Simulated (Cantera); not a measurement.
A freely propagating, adiabatic, planar premixed flame of H2 : O2 : N2 = 1 : 0.962 : 3.17 (molar parts), unburnt at 650 K and 270000 Pa; mixture-averaged transport, grid criteria slope 0.08 and curve 0.16, no radiation.

Detailed kinetics in Cantera: the H2/O2 subset of GRI-Mech 3.0, which has no nitrogen chemistry. The hydrogen kinetics of GRI-Mech 3.0 are dated; newer H2 mechanisms differ, most at raised pressure. Burning velocities carry a grid error of a few per cent, more on coarse grids. Lean hydrogen flames are cellular in practice and burn faster than this planar one.

Problem. Predict: laminar burning velocity; thermal thickness; peak x(O); peak x(H2O2); peak x(OH).

Solution. 
```json
{
  "laminar_burning_velocity": "407 cm/s",
  "thermal_thickness": "0.120 mm",
  "peak x(O)": "0.00913",
  "peak x(H2O2)": "5.11e-5",
  "peak x(OH)": "0.0115"
}
```
